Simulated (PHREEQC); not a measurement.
0.01 mol of Zn5(OH)8Cl2 (Zn5(OH)8Cl2) is brought to equilibrium with 1 kg of water holding 0.01 mol/kgw NaCl, at 25 °C, the pH being set by adding NaOH or HCl. Oxygen is held at 0.21 atm. No CO2 enters from the air. Solids allowed: Zn5(OH)8Cl2, Zn(OH)2-e. Others were left out.

Equilibrium calculation in PHREEQC: ion-association model, wateq4f.dat.

Task: Predict dissolved Zn (mol/kgw), dissolved Cl (mol/kgw), Zn+2 (mol/kgw) at pH = 6.4, 6.95, 7.5.

Result: 
| pH | dissolved Zn (mol/kgw) | dissolved Cl (mol/kgw) | Zn+2 (mol/kgw) |
|---|---|---|---|
| 6.4 | 0.0252 | 0.0603 | 0.0235 |
| 6.95 | 0.00360 | 0.0172 | 0.00347 |
| 7.5 | 0.000510 | 0.0112 | 0.000481 |

Complexes and solids missing from the database can't appear.
